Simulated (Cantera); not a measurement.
**Fe(CO)₅ + N₂ (iron carbonyl, mercury and lead vapours)**

Feed: 1 mol Fe(CO)₅, 46 mol N₂, at 2.80 mbar.

Method: chemical equilibrium by Gibbs-energy minimisation in Cantera with the NASA 1993 tables (ideal gas, pure condensed phases). Candidate condensed phases: C, Fe, Fe(CO)₅, FeO, Fe₂O₃, Fe₃O₄; 27 gas species. Rates play no part.

From 1125 K to 1175 K the condensed part is Fe(α). From 1200 K to 1325 K the condensed part is Fe(γ).

| T (K) | x N₂ | x CO | x CO₂ | x Fe | n Fe(α) | n Fe(γ) |
|---|---|---|---|---|---|---|
| 1125 | 0.902 | 0.0980 | 1.57e-6 | 1.20e-9 | 1.00 | 0 |
| 1150 | 0.902 | 0.0980 | 1.06e-6 | 3.07e-9 | 1.00 | 0 |
| 1175 | 0.902 | 0.0980 | 7.29e-7 | 7.52e-9 | 1.00 | 0 |
| 1200 | 0.902 | 0.0980 | 5.09e-7 | 1.77e-8 | 0 | 1.000 |
| 1225 | 0.902 | 0.0980 | 3.60e-7 | 4.03e-8 | 0 | 1.000 |
| 1250 | 0.902 | 0.0980 | 2.59e-7 | 8.85e-8 | 0 | 1.000 |
| 1275 | 0.902 | 0.0980 | 1.89e-7 | 1.89e-7 | 0 | 1.000 |
| 1300 | 0.902 | 0.0980 | 1.39e-7 | 3.90e-7 | 0 | 1.000 |
| 1325 | 0.902 | 0.0980 | 1.04e-7 | 7.84e-7 | 0 | 1.000 |
x: gas mole fraction; n: condensed amount in mol.
